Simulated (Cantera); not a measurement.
Input: 1 mol (CH3)2SiCl2, 2.2 mol CH4, 150 mol H2, 0.017 mol C2H2, equilibrated at 1.33 mbar.

These are equilibrium values from Cantera (NASA tables, ideal gas, pure condensed phases), not measurements of a reactor. Candidate condensed phases: C, C6H6, C7H8, C8H18, Si, SiC; 109 gas species. The feed counts by its element totals alone. The tables' values for SiCl are old estimates; treat these amounts as uncertain. The numbers say what is thermodynamically allowed, not how fast it happens.

x: gas mole fraction; n: condensed amount in mol.

```tsv
T (°C)	x H2	x H	x HCl	x Si	x C2H2 (acetylene)	x Cl	x CH4	n C(graphite)	n SiC(s)
702	0.987	3.11e-8	0.0126	<1e-12	5.63e-10	3.75e-10	0.000163	3.21	1.000
852	0.987	1.21e-6	0.0126	<1e-12	2.27e-8	1.37e-8	3.75e-5	3.23	1.000
1002	0.987	…	0.0126	…	…	…	…	3.23	1.000
1152	0.987	0.000186	0.0126	6.47e-9	3.48e-6	1.94e-6	4.90e-6	3.23	1.000
1302	0.986	0.00113	0.0126	4.15e-7	2.08e-5	1.15e-5	2.36e-6	3.23	0.999
1452	0.982	0.00504	0.0125	1.28e-5	9.05e-5	4.98e-5	1.28e-6	3.21	0.996
1602	0.969	…	0.0123	…	…	…	…	3.18	0.957
1752	0.933	0.0509	0.0117	0.00262	0.000844	0.000475	4.61e-7	3.40	0.507
```

Fill in the missing entries.


- 1602, x H: 0.0177
- 1602, x Si: 0.000227
- 1602, x C2H2 (acetylene): 0.000307
- 1602, x Cl: 0.000170
- 1602, x CH4: 7.59e-7
- 1002, x H: 2.01e-5
- 1002, x Si: 3.75e-11
- 1002, x C2H2 (acetylene): 3.79e-7
- 1002, x Cl: 2.18e-7
- 1002, x CH4: 1.20e-5
